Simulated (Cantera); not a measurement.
A perfectly stirred reactor is fed with C3H8 : O2 : N2 = 1 : 8.2 : 30.8 (molar parts), equivalence ratio 0.61, at 9.60 bar; it is adiabatic with a 800 K inlet, and is followed from long to short residence time, starting on the burning branch (τ in s: 0.32, 0.11, 0.038, 0.013, 0.0045, 0.0016, 0.00054, 0.00019, 6.5e-05, 2.2e-05, 7.7e-06).

Model: GRI-Mech 3.0 (53 species, 325 reactions), integrated in Cantera. GRI-Mech 3.0 was tuned for natural gas; its chemistry of propane as a main component is partial and can be far from experiment.

One state of this run: T (K) = 2063; x C3H8 = 1.24e-5; x O2 = 0.0796; x N2O = 2.90e-6; x H = 0.000209; x NO = 4.24e-5; x NO2 = 2.29e-7; x C2H6 = 4.40e-8. x: mole fraction; the columns are a selection and need not sum to one.

**Question.** Which value of τ (s) does it belong to?
(A) 0.013
(B) 0.038
(C) 0.0016
(D) 0.00019

**Answer.** D, 0.00019
